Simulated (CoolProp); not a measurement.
Values from CoolProp's reference Helmholtz-energy equation of state, Schroeder 2014.

Problem. For ethanol, give the phase and the cp (kJ/(kg K)), viscosity (µPa s), Prandtl number at 620 K and 35.6 kPa; 620 K and 128 kPa; 620 K and 872 kPa.

Solution. 
- 620 K and 35.6 kPa: gas; cp 2.40, viscosity 18.1, Prandtl number 0.811
- 620 K and 128 kPa: gas; cp 2.41, viscosity 18.1, Prandtl number 0.812
- 620 K and 872 kPa: gas; cp 2.46, viscosity 18.2, Prandtl number 0.815

Viscosity comes from a separate model (Kiselev 2005). Thermal conductivity comes from a separate model (Assael 2013).
